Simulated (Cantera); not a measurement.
Input: 1 mol SiCl₄, 0.85 mol C₂H₄, 8.4 mol H₂, 0.047 mol C₃H₈, equilibrated at 10.0 Torr.

Equilibrium computed with Cantera from the NASA thermochemical tables; the gas is ideal and each condensed phase is pure. Candidate condensed phases: C, C₆H₆, C₇H₈, C₈H₁₈, Si, SiC; 109 gas species. The tables' values for SiCl₃, SiCl are old estimates; treat these amounts as uncertain. Rates play no part.

Problem. At 1477 °C, list the 4 most abundant gas species with their mole fractions, and the condensed phases.

Solution. H₂ 0.682, HCl 0.306, SiCl₂ 0.00870, H 0.00166. Condensed: C(graphite) + SiC(s).
